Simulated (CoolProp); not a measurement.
Computed with CoolProp (reference Helmholtz-energy equation of state, Leachman 2009).

Task: For normal hydrogen, give the phase and the viscosity (µPa s), Prandtl number at -243.55 °C and 0.0499 MPa; -243.55 °C and 0.199 MPa; -243.55 °C and 0.598 MPa.

Result: 
- -243.55 °C and 0.0499 MPa: gas; viscosity 1.50, Prandtl number 0.673
- -243.55 °C and 0.199 MPa: gas; viscosity 1.51, Prandtl number 0.692
- -243.55 °C and 0.598 MPa: gas; viscosity 1.59, Prandtl number 0.905

Viscosity comes from a separate model (Muzny 2013). Thermal conductivity comes from a separate model (Assael 2011).
